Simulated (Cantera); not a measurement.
A perfectly stirred reactor is fed with CH4 : O2 : N2 = 0.015 : 0.049 : 1 (molar parts), equivalence ratio 0.61, at 8.39 atm; it is held at 1323 K, and followed from long to short residence time.

Model: GRI-Mech 3.0 (53 species, 325 reactions), integrated in Cantera. The temperature is held fixed by assumption; the heat of reaction is taken as removed at once.

What does this change do: temperature 1323 to 1075 K?


| quantity | before | after |
|---|---|---|
| x(CH4) at τ = 2.00 s | 9.56e-6 | 0.000325 |
| x(O2) at τ = 2.00 s | 0.0179 | 0.0193 |
| x(HO2) at τ = 2.00 s | 8.52e-7 | 4.31e-6 |
| x(CH2) at τ = 2.00 s | 2.44e-10 | 9.32e-12 |
| x(NO2) at τ = 2.00 s | 2.08e-8 | 3.05e-9 |
| x(CH4) at τ = 83.0 ms | 9.80e-5 | 0.00245 |
| x(O2) at τ = 83.0 ms | 0.0185 | 0.0262 |
| x(HO2) at τ = 83.0 ms | 6.96e-6 | 1.60e-5 |
| x(CH2) at τ = 83.0 ms | 3.07e-9 | 9.96e-11 |
| x(NO2) at τ = 83.0 ms | 4.49e-8 | 1.22e-10 |
